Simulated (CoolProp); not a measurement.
Methane along the isotherm 140.5 K: Z from the reference equation and from simpler models built on Tc = 190.6 K, pc = 4.599 MPa, ω = 0.011; each cubic takes its own stable root.

Values from CoolProp's reference Helmholtz-energy equation of state, Setzmann 1991.

```csv
p (MPa),phase,reference,van der Waals,Redlich-Kwong
0.209,gas,0.9621,0.9717,0.9626
0.418,gas,0.9209,0.9417,0.9225
0.627,gas,0.8754,0.9098,0.02331
0.836,liquid,0.03051,0.8753,0.03103
1.05,liquid,0.03828,0.8368,0.03892
1.25,liquid,0.04553,0.06679,0.04627
1.46,liquid,0.05312,0.07780,0.05396
1.67,liquid,0.06071,0.08875,0.06163
1.88,liquid,0.06827,0.09966,0.06929
2.09,liquid,0.07583,0.1105,0.07692
2.3,liquid,0.08336,0.1213,0.08453
```

At some of these states van der Waals, Redlich-Kwong gives the other phase, because its saturation line lies elsewhere.
